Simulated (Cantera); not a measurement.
Input: 1 mol SiCl₄, 3.9 mol N₂, held at 975 K and 24.0 mbar.

Method: chemical equilibrium by Gibbs-energy minimisation in Cantera with the NASA 1993 tables (ideal gas, pure condensed phases). Candidate condensed phases: Si, Si₃N₄; 13 gas species. Equilibrium is a limit: real reactors are often held back by kinetics, nucleation or transport.

Base state: N₂ 0.796, SiCl₄ 0.204 (mole fractions); condensed: gas only.

Task: What changes in the equilibrium state with this change: SiCl₄ replaced by trisilylamine?

Result: 
| species | before | after |
|---|---|---|
| H₂ | 0 | 0.652 |
| N₂ | 0.796 | 0.348 |
| SiCl₄ | 0.204 | 0 |
| Si₃N₄(s), mol | 0 | 1.00 |
The feed counts by its element totals alone.
